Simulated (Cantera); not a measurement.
Source: NASA polynomial tables (part measured, part estimated), evaluated in Cantera. Values are per mole of reaction as written; species without (g) are pure solids or liquids, kept so even where they would boil at 1 bar.

Between 898 and 1298 K, where is each reaction favourable under standard conditions?
- 2 Cu2O + 8 OH(g) → O2(g) + 4 Cu(OH)2


- 2 Cu2O + 8 OH(g) → O2(g) + 4 Cu(OH)2: ΔG° is -887 kJ at 898 K and -521 kJ at 1298 K; it stays negative (K > 1). ΔH° is -1687 kJ and ΔS° -898 J/K at 1298 K.
